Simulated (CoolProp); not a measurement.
Model: reference Helmholtz-energy equation of state, Thol 2017, in CoolProp.

Task: Give the vapour pressure (MPa), vapour density (kg/m³), enthalpy of vaporisation (kJ/kg), surface tension (mN/m) of saturated octamethyltrisiloxane (MDM) at 340.7 K.

Result: 
```json
[
 {"T (K)": "340.7", "p (MPa)": "0.00523", "vapour density (kg/m³)": "0.440", "enthalpy of vaporisation (kJ/kg)": "188", "surface tension (mN/m)": "12.9"}
]
```

Surface tension comes from a separate correlation (Mulero 2014), older than this fluid's equation and unchecked against measurements.
